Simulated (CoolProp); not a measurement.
Properties of dimethyl ether at several states (Tc = 400.4 K, pc = 5337 kPa, ω = 0.196).

Computed with CoolProp (reference Helmholtz-energy equation of state, Wu 2011).

```json
[
 {"T (K)": "467.7", "p (kPa)": "13.9", "phase": "gas", "density (kg/m³)": "0.1648", "expansivity (1/kK)": "2.142", "viscosity (µPa s)": "(withheld)"},
 {"T (K)": "318.8", "p (kPa)": "18500", "phase": "liquid", "density (kg/m³)": "664.2", "expansivity (1/kK)": "(withheld)", "viscosity (µPa s)": "128"},
 {"T (K)": "379.3", "p (kPa)": "193", "phase": "gas", "density (kg/m³)": "2.864", "expansivity (1/kK)": "2.771", "viscosity (µPa s)": "11.5"},
 {"T (K)": "328.4", "p (kPa)": "31.6", "phase": "gas", "density (kg/m³)": "0.5353", "expansivity (1/kK)": "3.087", "viscosity (µPa s)": "9.95"},
 {"T (K)": "162", "p (kPa)": "41.2", "phase": "liquid", "density (kg/m³)": "(withheld)", "expansivity (1/kK)": "1.441", "viscosity (µPa s)": "1060"},
 {"T (K)": "439.6", "p (kPa)": "30800", "phase": "supercritical", "density (kg/m³)": "526.7", "expansivity (1/kK)": "(withheld)", "viscosity (µPa s)": "(withheld)"}
]
```

Fill in the missing entries.


- 467.7, viscosity (µPa s): 14.6
- 318.8, expansivity (1/kK): 2.055
- 162, density (kg/m³): 845.4
- 439.6, expansivity (1/kK): 2.624
- 439.6, viscosity (µPa s): 68.8

Viscosity comes from a separate model (Meng 2012).
